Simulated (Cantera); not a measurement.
A closed system holds: 1 mol SiH₂Cl₂, a varied amount of N₂, at 627 °C and 17000 Pa.

Equilibrium computed with Cantera from the NASA thermochemical tables; the gas is ideal and each condensed phase is pure. Candidate condensed phases: NH₄Cl, Si, Si₃N₄; 28 gas species. N₂ is the only nitrogen source here; it is nearly inert below about 1500 K, so the nitride shown seldom forms there in practice. Kinetics and transport are ignored.

Task: At 63 mol N₂, list the 4 most abundant gas species with their mole fractions, and the condensed phases.

Result: N₂ 0.971, HCl 0.0214, H₂ 0.00483, SiCl₄ 0.00242. Condensed: Si₃N₄(s).
